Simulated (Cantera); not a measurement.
A closed system holds: 1 mol Si2Cl6, 19 mol N2, 0.1 mol NH3, 0.01 mol H2O, held at 0.0585 Torr.

Method: chemical equilibrium by Gibbs-energy minimisation in Cantera with the NASA 1993 tables (ideal gas, pure condensed phases). Candidate condensed phases: H2O, NH4Cl, Si, SiO2, Si2N2O, Si3N4; 47 gas species. The feed counts by its element totals alone. Mutual solubility and eutectic melting of coexisting phases are not modelled. The numbers say what is thermodynamically allowed, not how fast it happens.

Q: Which condensed phases are stable at each of these points (T (K)): 1125, 1175, 1225, 1275, 1325, 1375, 1425?

A: 
```tsv
T (K)	condensed phases	Si condensed (%)
1125	Si2N2O(s) + Si3N4(s)	24.6
1175	Si2N2O(s) + Si3N4(s)	16.5
1225	Si2N2O(s)	1.0
1275	Si2N2O(s)	0.9
1325	gas only	0.0
1375	gas only	0.0
1425	gas only	0.0
```

From 1125 K to 1175 K the condensed part is Si2N2O(s) + Si3N4(s). From 1225 K to 1275 K the condensed part is Si2N2O(s). From 1325 K to 1425 K nothing is condensed.
